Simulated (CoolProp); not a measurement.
Octamethylcyclotetrasiloxane (D4) along the isotherm 620 K: Z from the reference equation and from simpler models built on Tc = 586.5 K, pc = 1.347 MPa, ω = 0.598; each cubic takes its own stable root.

The numbers come from the reference Helmholtz-energy equation of state, Thol 2015 in CoolProp.

| p (MPa) | phase | reference |
|---|---|---|
| 0.253 | gas | 0.9449 |
| 0.505 | gas | 0.8860 |
| 0.758 | gas | 0.8220 |
| 1.01 | gas | 0.7523 |
| 1.26 | gas | 0.6756 |
| 1.52 | supercritical | 0.5848 |
| 1.77 | supercritical | 0.4847 |
| 2.02 | supercritical | 0.3946 |

Task: How far does each simpler model (van der Waals, Soave-Redlich-Kwong, Peng-Robinson) lie from the reference over these 8 states: mean and median of the absolute difference, and the worst?

Result: 
- van der Waals: mean 4.3 %, median 1.1 %, worst -19.4 % at 620 K and 1.77 MPa
- Soave-Redlich-Kwong: mean 4.1 %, median 2.4 %, worst +13.9 % at 620 K and 2.02 MPa
- Peng-Robinson: mean 1.7 %, median 1.1 %, worst +6.5 % at 620 K and 2.02 MPa
